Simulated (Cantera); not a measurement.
## (CH3)2SiCl2 + C3H8 + H2 (silicon carbide growth)

Feed: 1 mol (CH3)2SiCl2, 0.024 mol C3H8, 10 mol H2, equilibrated at 13.3 mbar.

Equilibrium computed with Cantera from the NASA thermochemical tables; the gas is ideal and each condensed phase is pure. Candidate condensed phases: C, C6H6, C7H8, C8H18, Si, SiC; 109 gas species. The feed counts by its element totals alone. The tables' values for SiCl, SiCl3 are old estimates; treat these amounts as uncertain. Gases not in the tables: Si2H6 and higher silanes. Equilibrium is a limit: real reactors are often held back by kinetics, nucleation or transport.

From 1900 K to 2400 K the condensed part is C(graphite) + SiC(s). From 2450 K to 2550 K the condensed part is C(graphite). The main Si-bearing gas is SiCl2 at 1900 K and Si at 2550 K.

```json
[
 {"T (K)": "1900", "log p H2": "-1.94", "log p H": "-4.07", "log p HCl": "-2.74", "log p Si": "-6.33", "log p Cl": "-4.99", "log p SiC2": "-7.93", "n C(graphite)": "1.09", "n SiC(s)": "0.968"},
 {"T (K)": "1950", "log p H2": "-1.94", "log p H": "-3.91", "log p HCl": "-2.74", "log p Si": "-5.97", "log p Cl": "-4.84", "log p SiC2": "-7.45", "n C(graphite)": "1.10", "n SiC(s)": "0.963"},
 {"T (K)": "2000", "log p H2": "-1.95", "log p H": "-3.76", "log p HCl": "-2.75", "log p Si": "-5.62", "log p Cl": "-4.69", "log p SiC2": "-7.01", "n C(graphite)": "1.10", "n SiC(s)": "0.956"},
 {"T (K)": "2050", "log p H2": "-1.95", "log p H": "-3.62", "log p HCl": "-2.75", "log p Si": "-5.29", "log p Cl": "-4.55", "log p SiC2": "-6.58", "n C(graphite)": "1.10", "n SiC(s)": "0.948"},
 {"T (K)": "2100", "log p H2": "-1.95", "log p H": "-3.48", "log p HCl": "-2.76", "log p Si": "-4.98", "log p Cl": "-4.42", "log p SiC2": "-6.17", "n C(graphite)": "1.10", "n SiC(s)": "0.935"},
 {"T (K)": "2150", "log p H2": "-1.96", "log p H": "-3.35", "log p HCl": "-2.77", "log p Si": "-4.69", "log p Cl": "-4.30", "log p SiC2": "-5.79", "n C(graphite)": "1.11", "n SiC(s)": "0.914"},
 {"T (K)": "2200", "log p H2": "-1.96", "log p H": "-3.23", "log p HCl": "-2.78", "log p Si": "-4.40", "log p Cl": "-4.19", "log p SiC2": "-5.42", "n C(graphite)": "1.12", "n SiC(s)": "0.880"},
 {"T (K)": "2250", "log p H2": "-1.97", "log p H": "-3.12", "log p HCl": "-2.79", "log p Si": "-4.13", "log p Cl": "-4.08", "log p SiC2": "-5.07", "n C(graphite)": "1.15", "n SiC(s)": "0.820"},
 {"T (K)": "2300", "log p H2": "-1.98", "log p H": "-3.01", "log p HCl": "-2.81", "log p Si": "-3.87", "log p Cl": "-3.98", "log p SiC2": "-4.73", "n C(graphite)": "1.20", "n SiC(s)": "0.714"},
 {"T (K)": "2350", "log p H2": "-2.00", "log p H": "-2.90", "log p HCl": "-2.83", "log p Si": "-3.63", "log p Cl": "-3.88", "log p SiC2": "-4.41", "n C(graphite)": "1.30", "n SiC(s)": "0.526"},
 {"T (K)": "2400", "log p H2": "-2.02", "log p H": "-2.81", "log p HCl": "-2.86", "log p Si": "-3.39", "log p Cl": "-3.80", "log p SiC2": "-4.11", "n C(graphite)": "1.49", "n SiC(s)": "0.187"},
 {"T (K)": "2450", "log p H2": "-2.04", "log p H": "-2.72", "log p HCl": "-2.88", "log p Si": "-3.29", "log p Cl": "-3.70", "log p SiC2": "-3.94", "n C(graphite)": "1.54", "n SiC(s)": "0"},
 {"T (K)": "2500", "log p H2": "-2.06", "log p H": "-2.63", "log p HCl": "-2.90", "log p Si": "-3.28", "log p Cl": "-3.61", "log p SiC2": "-3.87", "n C(graphite)": "1.45", "n SiC(s)": "0"},
 {"T (K)": "2550", "log p H2": "-2.09", "log p H": "-2.55", "log p HCl": "-2.92", "log p Si": "-3.28", "log p Cl": "-3.53", "log p SiC2": "-3.81", "n C(graphite)": "1.35", "n SiC(s)": "0"}
]
```
log p: log10 of the partial pressure in bar; n: condensed amount in mol.
